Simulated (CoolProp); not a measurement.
Vapour-liquid equilibrium of isohexane (1) + n-heptane (2) at 0.62 MPa; x and y are mole fractions of (1).

The numbers come from the multi-fluid Helmholtz-energy mixture model, Lemmon 2006 and Span 2003; pair parameters Bell 2016 in CoolProp.

| x | bubble temperature, mixture model (K) | bubble temperature, Raoult's law (K) | y, mixture model | y, Raoult's law |
|---|---|---|---|---|
| 0.05 | 445.1 | 444.7 | 0.091 | 0.107 |
| 0.125 | 440.9 | 440.2 | 0.215 | 0.248 |
| 0.2 | 437.0 | 436.0 | 0.326 | 0.368 |
| 0.275 | 433.2 | 432.1 | … | 0.472 |
| 0.35 | 429.6 | 428.4 | 0.515 | 0.562 |
| 0.425 | 426.2 | 424.9 | 0.596 | 0.640 |
| 0.5 | 422.9 | 421.7 | 0.669 | 0.708 |
| 0.575 | 419.7 | 418.6 | 0.734 | 0.768 |
| 0.65 | 416.7 | 415.7 | 0.793 | 0.821 |
| 0.725 | 413.8 | 413.0 | 0.846 | 0.868 |
| 0.8 | 411.0 | 410.4 | 0.894 | 0.910 |
| 0.875 | 408.3 | 407.9 | … | 0.947 |
| 0.95 | 405.7 | 405.6 | … | 0.980 |

Question: What belongs in the gaps?

Answer: 
- 0.275, y, mixture model: 0.426
- 0.875, y, mixture model: 0.937
- 0.95, y, mixture model: 0.976

The largest gap from Raoult's law is +1.3 K in bubble temperature, at x = 0.425. No azeotrope shows between x = 0.05 and 0.95.

The pair parameters rest on a limited set of measurements; away from them the model extrapolates.
